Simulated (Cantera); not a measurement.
A closed system holds: 1 mol MgO, 8.4 mol HCl, 11 mol O₂, equilibrated at 6.40 mbar.

Equilibrium computed with Cantera from the NASA thermochemical tables; the gas is ideal and each condensed phase is pure. Candidate condensed phases: H₂O, Mg, MgCl₂, MgO, Mg(OH)₂; 22 gas species. Rates play no part.

Question: What share of the Mg ends up in condensed phases as a function of T (°C), at 1150, 1175, 1200, 1225, 1250, 1275, 1300, 1325, 1350, 1375, 1400, 1425, 1450, 1475?

Answer: 
| T (°C) | Mg condensed (%) | as |
|---|---|---|
| 1150 | 79.8 | MgO(s) |
| 1175 | 77.1 | MgO(s) |
| 1200 | 74.4 | MgO(s) |
| 1225 | 71.7 | MgO(s) |
| 1250 | 68.9 | MgO(s) |
| 1275 | 66.2 | MgO(s) |
| 1300 | 63.6 | MgO(s) |
| 1325 | 60.9 | MgO(s) |
| 1350 | 58.3 | MgO(s) |
| 1375 | 55.7 | MgO(s) |
| 1400 | 53.2 | MgO(s) |
| 1425 | 50.8 | MgO(s) |
| 1450 | 48.4 | MgO(s) |
| 1475 | 46.0 | MgO(s) |
